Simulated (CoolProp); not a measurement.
A simple Rankine cycle with R236FA: condensing at 305.15 K, boiler at 1.49 MPa, turbine inlet 366 K, turbine efficiency 0.8, pump efficiency 0.6, no recuperator. Each further row changes one setting.

The numbers come from the reference Helmholtz-energy equation of state, Pan 2012 in CoolProp.

| case | thermal efficiency (%) | net work (kJ/kg) | heat in (kJ/kg) | turbine exit temperature (K) | volume ratio over the turbine |
|---|---|---|---|---|---|
| as stated | 9.5 | 16.9 | 178 | 327.2 | 5.01 |
| turbine inlet 386 K | 9.4 | 19.0 | 202 | 350.2 | 4.73 |
| condensing temperature 297.15 K | 10.7 | 20.2 | [?] | [?] | 6.52 |
| boiler pressure 1.04 MPa | 7.6 | 14.2 | [?] | [?] | [?] |
| turbine efficiency 0.7 | [?] | 14.6 | 178 | 329.7 | [?] |

Fill in the missing entries.


- condensing temperature 297.15 K, heat in (kJ/kg): 188
- condensing temperature 297.15 K, turbine exit temperature (K): 322.0
- boiler pressure 1.04 MPa, heat in (kJ/kg): 187
- boiler pressure 1.04 MPa, turbine exit temperature (K): 340.0
- boiler pressure 1.04 MPa, volume ratio over the turbine: 3.20
- turbine efficiency 0.7, thermal efficiency (%): 8.2
- turbine efficiency 0.7, volume ratio over the turbine: 5.07
